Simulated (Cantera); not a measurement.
Feed: 1 mol CH3F, 9.2 mol H2, at 2675 °C.

These are equilibrium values from Cantera (NASA tables, ideal gas, pure condensed phases), not measurements of a reactor. Candidate condensed phases: C, C6H6, C7H8, C8H18; 95 gas species. Kinetics and transport are ignored.

x: gas mole fraction; nothing condenses.

| P (Pa) | x H | x H2 | x HF | x C | x F | x C2H2 (acetylene) | x C3 |
|---|---|---|---|---|---|---|---|
| 1 | 0.914 | 0.000464 | 0.00355 | 0.0421 | 0.0393 | 4.66e-9 | 4.59e-5 |
| 6.80 | 0.914 | 0.00315 | 0.0166 | 0.0361 | 0.0270 | 1.08e-6 | 0.00134 |
| 46 | 0.905 | (withheld) | (withheld) | (withheld) | (withheld) | (withheld) | (withheld) |
| 320 | (withheld) | (withheld) | (withheld) | (withheld) | (withheld) | (withheld) | (withheld) |
| 2200 | 0.545 | 0.362 | 0.0634 | 0.00128 | 0.000536 | 0.0164 | 0.00628 |
| 15000 | 0.272 | 0.614 | 0.0767 | 0.000203 | 0.000191 | 0.0325 | 0.00117 |
| 100000 | 0.117 | 0.758 | 0.0839 | 3.00e-5 | 7.28e-5 | 0.0388 | 0.000167 |

Problem. Some entries are withheld; supply them.

Solution. 
- 46, x H2: 0.0209
- 46, x HF: 0.0368
- 46, x C: 0.0176
- 46, x F: 0.00896
- 46, x C2H2 (acetylene): 7.80e-5
- 46, x C3: 0.00713
- 320, x H: 0.809
- 320, x H2: 0.116
- 320, x HF: 0.0493
- 320, x C: 0.00556
- 320, x F: 0.00193
- 320, x C2H2 (acetylene): 0.00209
- 320, x C3: 0.0109
